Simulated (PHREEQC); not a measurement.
Solution A (0.00046 mol/kgw Na2B4O7) is mixed with solution B (35 mmol/kgw NH4HF2 and 1.9 mmol/kgw H2SiF6) at 25 °C; shares are by mass of water, 1 kg in all. O2 is buffered at 0.21 atm. No CO2 enters from the air. Only these solids could form: Quartz.

The numbers come from PHREEQC with the ion-association model, wateq4f.dat.

Question: Predict pH, BF4- (mol/kgw) at share of solution B = 0, 0.3, 0.6, 0.7, 0.8.

Answer: 
| share of solution B | pH | BF4- (mol/kgw) |
|---|---|---|
| 0 | 9.21 | 0 |
| 0.3 | 3.29 | 0.00119 |
| 0.6 | 3.13 | 0.000719 |
| 0.7 | 3.11 | 0.000542 |
| 0.8 | 3.10 | 0.000362 |

Complexes and solids missing from the database can't appear. wateq4f.dat counts part of the HF as a dimer, H2F2, which phreeqc.dat doesn't know; its constant is uncertain. SiF6-2 is the database's only silicon fluoride. Real BF4- forms and hydrolyses slowly; the run takes it at equilibrium.
